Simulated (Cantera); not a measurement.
An adiabatic, constant-volume homogeneous reactor starts with H2 : O2 : N2 = 1 : 0.312 : 2.62 (molar parts), at 1023 K and 0.850 bar.

Cantera simulation using GRI-Mech 3.0 (53 species, 325 reactions); the numbers are that mechanism's predictions, not measurements.

One state of this run: T (K) = 2214; P (bar) = 1.72; x H2 = 0.0955; x O2 = 0.000733; x NO = 3.47e-5; x H = 0.0240; x H2O = 0.161; x NO2 = 6.43e-10; x OH = 0.00577. x: mole fraction; the columns are a selection and need not sum to one.

Q: Which value of t (s) does it belong to?
(A) 0.00352
(B) 0.000443
(C) 0.629
(D) 1.97e-5

A: B, 0.000443
